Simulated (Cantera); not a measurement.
# Equilibrium for fluorocarbon and chlorocarbon gases: CCl₄ + H₂

A closed system holds: 1 mol CCl₄, 0.27 mol H₂, at 3073.15 K.

Method: chemical equilibrium by Gibbs-energy minimisation in Cantera with the NASA 1993 tables (ideal gas, pure condensed phases). Candidate condensed phases: C, C₆H₆, C₇H₈, C₈H₁₈; 91 gas species. The tables' values for CCl are old estimates; treat these amounts as uncertain. Rates play no part.

| P (Pa) | log p Cl | log p C | log p HCl | log p H | log p C₃ | log p C₂ | n C(graphite) |
|---|---|---|---|---|---|---|---|
| 1 | -5.14 | -5.76 | -9.57 | -6.01 | -8.44 | -7.67 | 0 |
| 6.80 | -4.30 | -5.02 | -7.88 | -5.17 | -6.23 | -6.20 | 0 |
| 46 | -3.44 | -4.54 | -6.18 | -4.32 | -4.79 | -5.24 | 0 |
| 320 | -2.59 | -4.20 | -4.51 | -3.50 | -3.76 | -4.55 | 0 |
| 2200 | -1.73 | -4.00 | -2.98 | -2.83 | -3.18 | -4.16 | 0.513 |
| 15000 | -0.89 | -4.00 | -1.80 | -2.49 | -3.18 | -4.16 | 0.930 |
| 100000 | -0.07 | -4.00 | -0.89 | -2.40 | -3.18 | -4.16 | 0.985 |
log p: log10 of the partial pressure in bar; n: condensed amount in mol.

From 1.00 Pa to 320 Pa nothing is condensed. From 2200 Pa to 100000 Pa the condensed part is C(graphite). The main C-bearing gas is C at 1.00 Pa and C₃ at 100000 Pa.
